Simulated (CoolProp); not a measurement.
Methanol along the isobar 28.1 MPa: density (kg/m³) from the reference equation and from simpler models built on Tc = 513.4 K, pc = 8.216 MPa, ω = 0.565; each cubic takes its own stable root.

The numbers come from the reference Helmholtz-energy equation of state, de Reuck 1993 in CoolProp.

```tsv
T (K)	phase	reference	van der Waals	Soave-Redlich-Kwong
333.3	liquid	781.4	394.3	593.0
350.3	liquid	[?]	388.1	580.9
367.4	liquid	[?]	381.8	567.8
384.5	liquid	736.4	375.3	553.6
401.5	liquid	720.0	368.7	538.5
418.6	liquid	702.5	[?]	522.0
435.7	liquid	[?]	[?]	504.2
452.7	liquid	663.6	347.6	485.0
469.8	liquid	641.5	340.2	464.2
486.9	liquid	617.2	332.5	441.6
503.9	liquid	590.4	[?]	417.5
521	supercritical	560.3	316.6	[?]
538.1	supercritical	526.4	308.2	[?]
```

### Question
Fill in the missing entries.

### Answer

- 350.3, reference: 767.0
- 367.4, reference: 752.0
- 418.6, van der Waals: 361.8
- 435.7, reference: 683.7
- 435.7, van der Waals: 354.8
- 503.9, van der Waals: 324.7
- 521, Soave-Redlich-Kwong: 391.6
- 538.1, Soave-Redlich-Kwong: 364.2
